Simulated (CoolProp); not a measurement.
Aqueous lithium chloride as a coolant, at 28 °C, 1 atm.

Model: Melinder's fits for secondary coolants, in CoolProp.

| mass % | freezing point (°C) | conductivity (W/(m K)) | cp (kJ/(kg K)) | density (kg/m³) | viscosity (mPa s) |
|---|---|---|---|---|---|
| 4.3 | -4.2 | 0.600 | 3.952 | 1021 | 0.971 |
| 6.1 | ___ | 0.595 | 3.864 | 1031 | 1.03 |
| 7.9 | -8.9 | 0.591 | 3.780 | ___ | ___ |
| 9.6 | -11.5 | ___ | 3.703 | 1051 | 1.17 |
| 11.4 | -14.8 | 0.582 | 3.626 | 1062 | 1.25 |
| 13.2 | -18.9 | 0.578 | 3.551 | 1072 | 1.34 |
| 15 | ___ | 0.574 | 3.480 | 1083 | 1.44 |
| 16.7 | -29.7 | 0.570 | 3.416 | 1093 | 1.55 |
| 18.5 | -37.1 | ___ | 3.353 | ___ | 1.67 |

**Question.** What belongs in the gaps?

**Answer.** 
- 6.1, freezing point (°C): -6.5
- 7.9, density (kg/m³): 1042
- 7.9, viscosity (mPa s): 1.10
- 9.6, conductivity (W/(m K)): 0.587
- 15, freezing point (°C): -23.9
- 18.5, conductivity (W/(m K)): 0.567
- 18.5, density (kg/m³): 1104
